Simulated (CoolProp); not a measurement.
Sulfur hexafluoride along the isotherm 133.15 °C: Z from the reference equation and from simpler models built on Tc = 45.6 °C, pc = 3755 kPa, ω = 0.210; each cubic takes its own stable root.

Model: reference Helmholtz-energy equation of state, Guder 2009, in CoolProp.

```json
[
 {"p (kPa)": "1170", "phase": "gas", "reference": "0.9546"},
 {"p (kPa)": "2350", "phase": "gas", "reference": "0.9080"},
 {"p (kPa)": "3520", "phase": "gas", "reference": "0.8614"},
 {"p (kPa)": "4690", "phase": "supercritical", "reference": "0.8154"},
 {"p (kPa)": "5870", "phase": "supercritical", "reference": "0.7710"},
 {"p (kPa)": "7040", "phase": "supercritical", "reference": "0.7314"},
 {"p (kPa)": "8210", "phase": "supercritical", "reference": "0.6992"},
 {"p (kPa)": "9390", "phase": "supercritical", "reference": "0.6766"},
 {"p (kPa)": "10600", "phase": "supercritical", "reference": "0.6650"},
 {"p (kPa)": "11700", "phase": "supercritical", "reference": "0.6637"},
 {"p (kPa)": "12900", "phase": "supercritical", "reference": "0.6703"},
 {"p (kPa)": "14100", "phase": "supercritical", "reference": "0.6831"},
 {"p (kPa)": "15300", "phase": "supercritical", "reference": "0.7004"},
 {"p (kPa)": "16400", "phase": "supercritical", "reference": "0.7190"},
 {"p (kPa)": "17600", "phase": "supercritical", "reference": "0.7414"},
 {"p (kPa)": "18800", "phase": "supercritical", "reference": "0.7654"}
]
```

Problem. How far does each simpler model (van der Waals, Redlich-Kwong, Soave-Redlich-Kwong, Peng-Robinson) lie from the reference over these 16 states: mean and median of the absolute difference, and the worst?

Solution. 
- van der Waals: mean 6.4 %, median 6.1 %, worst -12.5 % at 133.15 °C and 8210 kPa
- Redlich-Kwong: mean 2.9 %, median 2.5 %, worst -5.5 % at 133.15 °C and 8210 kPa
- Soave-Redlich-Kwong: mean 4.3 %, median 5.5 %, worst +7.2 % at 133.15 °C and 12900 kPa
- Peng-Robinson: mean 1.3 %, median 1.3 %, worst -2.7 % at 133.15 °C and 18800 kPa
